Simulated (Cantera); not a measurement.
A perfectly stirred reactor is fed with NH3 : H2 = 1 : 0.62 (molar parts), at 0.0691 atm; it is held at 1948 K, and followed from long to short residence time.

Model: the gas-phase N/H chemistry of the illustrative SiF4/NH3 mechanism in the Surface Chemkin manual (1991), integrated in Cantera. Walls and surfaces, which speed up NH3 decomposition in real reactors, are not modelled.

One state of this run: x NH3 = 0.605; x H2 = 0.390; x NH2 = 0.000725; x N = 4.42e-7; x N2H2 = 3.46e-6; x N2H4 = 2.63e-8. x: mole fraction; the columns are a selection and need not sum to one.

### Question
Which value of τ (s) does it belong to?
A. 0.20
B. 0.35
C. 0.62
D. 0.012

### Answer
D, 0.012
